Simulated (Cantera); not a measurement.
# Gas activation for diamond growth

An isothermal, constant-pressure homogeneous reactor starts with CH4 : H2 : N2 = 0.032 : 1 : 0.00043 (molar parts), at 2500 K and 0.0267 bar.

Detailed kinetics in Cantera: GRI-Mech 3.0 (53 species, 325 reactions). GRI-Mech 3.0 stops at C3 and has no aromatics, soot or wall deposition, so with more carbon than oxygen in the feed, carbon stays in small species such as C2H2 where larger ones or solid carbon would form. Radical loss at walls, strong at low pressure, is not modelled.

```
t (s)        x CH4   x H2    x HCN     x CH3    x C2H4
--------  --------  -----  -------  --------  --------
0.000600    0.0156  0.950  1.20e-8   0.00670  0.000172
0.00120    0.00724  0.949  5.14e-8   0.00409   6.67e-5
0.00241    0.00234  0.946  1.27e-7   0.00161   1.25e-5
0.00482   0.000667  0.941  2.25e-7  0.000547   2.65e-6
0.00965   0.000195  0.934  3.29e-7  0.000188   1.26e-6
0.0193     5.82e-5  0.925  4.37e-7   6.80e-5   8.95e-7
0.0387     1.90e-5  0.910  5.66e-7   2.81e-5   6.41e-7
0.0775     8.59e-6  0.889  7.88e-7   1.67e-5   4.31e-7
0.155      4.98e-6  0.864  1.37e-6   1.26e-5   2.95e-7
0.311      3.69e-6  0.847  2.90e-6   1.08e-5   2.36e-7
0.623      3.45e-6  0.843  6.34e-6   1.04e-5   2.25e-7
1.25       3.44e-6  0.843  1.33e-5   1.04e-5   2.24e-7
2.50       3.44e-6  0.843  2.68e-5   1.04e-5   2.24e-7
5.00       3.44e-6  0.843  5.26e-5   1.04e-5   2.24e-7
```
x: mole fraction; the columns are a selection and need not sum to one.

Equilibrium at this temperature and pressure: CH4 3.44e-6, H2 0.843, HCN 0.000654, CH3 1.04e-5, C2H4 2.19e-7 (gas phase only).
